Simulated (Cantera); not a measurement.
A Cantera script and what it prints.

```python
import numpy as np
import cantera as ct

gas_names = """
    H H2 Si SiH SiH2 SiH3 SiH4 Si2 Si3
""".split()
cond_names = """
    Si(cr) Si(L)
""".split()


# ... load() reads the species with a 1 bar reference pressure and builds the phases ...
atoms = {
    'Si': {'Si': 1},
    'H2': {'H': 2},
}
top_T = {}  # K; cautious upper limits of use, not melting points


# ... equilibrate(T, P, feed) seeds the gas with the atoms and calls Mixture.equilibrate('TP', solver="vcs", rtol=1e-11, max_steps=5000) ...
results = []
feed = {'Si': 1, 'H2': 1.5}  # mol
T = 900  # K
P = 100000  # Pa
mix = equilibrate(T, P, feed)
results.append((T, P, feed, dict(zip(mix.species_names, mix.species_moles))))
print(gas.report(threshold=0.0001))
for i in range(1, mix.n_phases):
    print(f"{mix.phase(i).name:16s} {mix.phase_moles(i):12.5e} mol")
```

Output:

```
       temperature   900 K
          pressure   1e+05 Pa
           density   0.026941 kg/m^3
  mean mol. weight   2.016 kg/kmol
   phase of matter   gas

                          1 kg             1 kmol
                     ---------------   ---------------
          enthalpy        8.7684e+06        1.7677e+07  J
   internal energy        5.0566e+06        1.0194e+07  J
           entropy             80885        1.6307e+05  J/K
    Gibbs function       -6.4028e+07       -1.2908e+08  J
 heat capacity c_p             14866             29971  J/K
 heat capacity c_v             10742             21656  J/K

                      mass frac. Y      mole frac. X     chem. pot. / RT
                     ---------------   ---------------   ---------------
                H2                 1                 1            -17.25
     [   +8 minor]        4.8164e-06        3.0244e-07

Si(cr)            1.00000e+00 mol
```

These are equilibrium values from Cantera (NASA tables, ideal gas, pure condensed phases), not measurements of a reactor.
